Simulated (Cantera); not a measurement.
Input: 1 mol SiCl4, 2.7 mol Cl2, 0.5 mol H2, at 0.133 bar.

Method: chemical equilibrium by Gibbs-energy minimisation in Cantera with the NASA 1993 tables (ideal gas, pure condensed phases). Candidate condensed phases: Si; 19 gas species. The numbers say what is thermodynamically allowed, not how fast it happens. All values below are at 1050 K.

Base state: Cl2 0.523, HCl 0.238, SiCl4 0.238, Cl 0.00157 (mole fractions); condensed: gas only.

Q: What changes in the equilibrium state with this change: H2 from 0.5 to 12 mol?

A: 
```csv
species,before,after
H2,<1e-9,0.591
HCl,0.238,0.345
SiCl4,0.238,0.0624
Cl2,0.523,<1e-9
SiHCl3,<1e-9,0.00111
Cl,0.00157,9.10e-9
SiCl3,2.80e-9,0.000127
```
The tables' values for SiCl3 are old estimates; treat these amounts as uncertain.
